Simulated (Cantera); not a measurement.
**Gas-phase reforming**

A perfectly stirred reactor is fed with CH4 : CO2 : H2 = 1 : 3.4 : 0.35 (molar parts), at 1.00 bar; it is held at 1400 K, and followed from long to short residence time.

Detailed kinetics in Cantera: GRI-Mech 3.0 (53 species, 325 reactions).

```
τ (s)     x CH4  x CO2    x H2     x CH2     x C2H   x HO2    x C2H6
-------  ------  -----  ------  --------  --------  ------  --------
28       0.0550  0.376  0.0756  5.79e-10  4.94e-10  <1e-12   3.36e-5
4.5       0.125  0.540  0.0533  4.55e-10  3.53e-10  <1e-12  0.000128
0.72      0.190  0.672  0.0639  1.79e-10  6.83e-11  <1e-12  0.000189
0.12      0.207  0.708  0.0711  1.38e-10  6.02e-12  <1e-12  0.000178
0.019     0.210  0.715  0.0732  9.59e-11    <1e-12  <1e-12  0.000106
0.0031    0.210  0.716  0.0736  4.48e-11    <1e-12  <1e-12   2.33e-5
0.00050   0.211  0.716  0.0737  1.06e-11    <1e-12  <1e-12   1.25e-6
```
x: mole fraction; the columns are a selection and need not sum to one.
